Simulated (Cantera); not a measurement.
Charge: 1 mol SiH4, 720 mol H2, equilibrated at 873 K and 2.90 mbar.

Method: chemical equilibrium by Gibbs-energy minimisation in Cantera with the NASA 1993 tables (ideal gas, pure condensed phases). Candidate condensed phases: Si; 9 gas species. The numbers say what is thermodynamically allowed, not how fast it happens.

Base state: H2 1.00 (mole fractions); condensed: Si(s).

Question: What changes in the equilibrium state with this change: SiH4 replaced by SiCl4?

Answer: 
```
species     before     after
----------  ------  --------
H2            1.00     0.996
HCl              0   0.00360
SiCl4            0  0.000323
SiHCl3           0  0.000191
SiCl2            0   1.65e-5
SiH2Cl2          0   1.03e-5
Si(s), mol   1.000     0.603
```
